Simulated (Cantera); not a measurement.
An isothermal, constant-pressure homogeneous reactor starts with 7.69 % H2, 5.13 % O2, 87.2 % N2, at 900 K and 660 Torr.

Model: GRI-Mech 3.0 (53 species, 325 reactions), integrated in Cantera. Below about 950 K walls govern HO2 and H2O2 in real vessels. The temperature is held fixed by assumption; the heat of reaction is taken as removed at once.

Q: Predict: x(H2) at 4.00 s; x(O2) at 4.00 s; x(OH) at 4.00 s; x(HO2) at 4.00 s.

A: 
```json
{
  "x(H2) at 4.00 s": "0.0312 (gas-phase equilibrium 2.38e-12)",
  "x(O2) at 4.00 s": "0.0286 (gas-phase equilibrium 0.0133)",
  "x(OH) at 4.00 s": "2.02e-8 (gas-phase equilibrium 6.10e-9)",
  "x(HO2) at 4.00 s": "1.22e-5 (gas-phase equilibrium 1.73e-11)"
}
```
